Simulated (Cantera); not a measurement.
Mixture: CH4 : CO : O2 : N2 : H2O = 1 : 1.2 : 2.17 : 8.15 : 2.9 (molar parts), at 230000 Pa, adiabatic and at constant volume. Ignition delay is the time to a rise of 400 K.

Detailed kinetics in Cantera: GRI-Mech 3.0 (53 species, 325 reactions).

Question: What does this change do: constant pressure in place of constant volume?

Answer: 
| quantity | before | after |
|---|---|---|
| delay at 1075 K | 0.315 s | 0.339 s |
| delay at 1225 K | 29.7 ms | 32.0 ms |
| delay at 1375 K | 3.97 ms | 4.27 ms |
| delay at 1525 K | 0.684 ms | 0.731 ms |
| apparent activation energy between 1450 and 1600 K | 210 kJ/mol | 210 kJ/mol |

Question: What does this change do: H2O 2.9 to 4.8 parts?

Answer: 
| quantity | before | after |
|---|---|---|
| delay at 1075 K | 0.315 s | 0.327 s |
| delay at 1225 K | 29.7 ms | 32.2 ms |
| delay at 1375 K | 3.97 ms | 4.46 ms |
| delay at 1525 K | 0.684 ms | 0.772 ms |
| apparent activation energy between 1450 and 1600 K | 210 kJ/mol | 210 kJ/mol |
